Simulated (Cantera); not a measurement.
**Roasting and sulfation: MgCO3 + O2 + H2O + H2S**

A closed system holds: 1 mol MgCO3, 0.53 mol O2, 0.065 mol H2O, 0.055 mol H2S, held at 327 °C.

Method: chemical equilibrium by Gibbs-energy minimisation in Cantera with the NASA 1993 tables (ideal gas, pure condensed phases). Candidate condensed phases: C, C6H6, C7H8, C8H18, H2O, H2SO4, Mg, MgCO3, MgO, Mg(OH)2, MgS, MgSO4, S; 130 gas species. Equilibrium is a limit: real reactors are often held back by kinetics, nucleation or transport.

```csv
P (Pa),x O2,x CO2,x H2O,n MgO(s),n MgSO4(s),n MgCO3(s)
1000,0.273,0.649,0.0779,0.945,0.0550,0
3500,0.273,0.649,0.0779,0.945,0.0550,0
13000,0.306,0.606,0.0875,0.776,0.0550,0.169
45000,0.642,0.175,0.183,0.0596,0.0550,0.885
160000,0.706,0.0924,0.202,0,0.0550,0.945
560000,0.706,0.0924,0.202,0,0.0550,0.945
2000000,0.706,0.0924,0.202,0,0.0550,0.945
```
x: gas mole fraction; n: condensed amount in mol.

From 0.0100 bar to 0.0350 bar the condensed part is MgO(s) + MgSO4(s). From 0.130 bar to 0.450 bar the condensed part is MgCO3(s) + MgO(s) + MgSO4(s). From 1.60 bar to 20.0 bar the condensed part is MgCO3(s) + MgSO4(s).
